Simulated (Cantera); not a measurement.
Si₂H₆ + Cl₂ + H₂ (silicon epitaxy and polysilicon growth)

A closed system holds: 1 mol Si₂H₆, 0.58 mol Cl₂, 54 mol H₂, equilibrated at 700 °C and 1.70 mbar.

These are equilibrium values from Cantera (NASA tables, ideal gas, pure condensed phases), not measurements of a reactor. Candidate condensed phases: Si; 19 gas species. The feed counts by its element totals alone. The tables' values for SiCl₃ are old estimates; treat these amounts as uncertain. Kinetics and transport are ignored.

```json
{
 "x(H₂)": "0.984",
 "x(HCl)": "0.0144",
 "x(SiCl₄)": "0.000915",
 "x(SiHCl₃)": "0.000350",
 "x(SiCl₂)": "0.000341",
 "x(SiCl₃)": "0.000104",
 "x(SiH₂Cl₂)": "1.40e-5",
 "n(Si(s))": "1.90 mol",
 "gas_amount": "57.50 mol"
}
```
